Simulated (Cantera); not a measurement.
A closed system holds: 1 mol CHF₃, 0.55 mol H₂, held at 1.33 mbar.

Equilibrium computed with Cantera from the NASA thermochemical tables; the gas is ideal and each condensed phase is pure. Candidate condensed phases: C, C₆H₆, C₇H₈, C₈H₁₈; 95 gas species. Gases not in the tables: C₂F₆ and larger saturated fluorocarbons. The numbers say what is thermodynamically allowed, not how fast it happens.

x: gas mole fraction; n: condensed amount in mol.

| T (K) | x HF | x F | x CF₂ | x CF₄ | x CF | x H | x CF₃ | n C(graphite) |
|---|---|---|---|---|---|---|---|---|
| 2100 | 0.779 | 0.133 | 0.0739 | 0.0121 | 0.000988 | 2.58e-5 | 0.00106 | 0.762 |
| 2150 | 0.760 | 0.164 | 0.0690 | 0.00509 | 0.00151 | 4.49e-5 | 0.000743 | 0.789 |
| 2200 | 0.746 | 0.190 | 0.0591 | 0.00186 | 0.00216 | 8.02e-5 | 0.000465 | 0.821 |
| 2250 | 0.735 | 0.213 | 0.0478 | 0.000627 | 0.00294 | 0.000145 | 0.000269 | 0.852 |
| 2300 | 0.726 | 0.232 | 0.0372 | 0.000201 | 0.00387 | 0.000261 | 0.000149 | 0.880 |
| 2350 | 0.719 | 0.247 | ? | ? | ? | ? | ? | 0.903 |
| 2400 | 0.713 | 0.259 | ? | ? | ? | ? | ? | 0.919 |
| 2450 | 0.708 | 0.267 | 0.0155 | 6.08e-6 | 0.00745 | 0.00147 | 2.21e-5 | 0.930 |

Q: What belongs in the gaps?

A: 
- 2400, x CF₂: 0.0210
- 2400, x CF₄: 1.95e-5
- 2400, x CF: 0.00612
- 2400, x H: 0.000834
- 2400, x CF₃: 4.21e-5
- 2350, x CF₂: 0.0282
- 2350, x CF₄: 6.30e-5
- 2350, x CF: 0.00493
- 2350, x H: 0.000468
- 2350, x CF₃: 8.00e-5
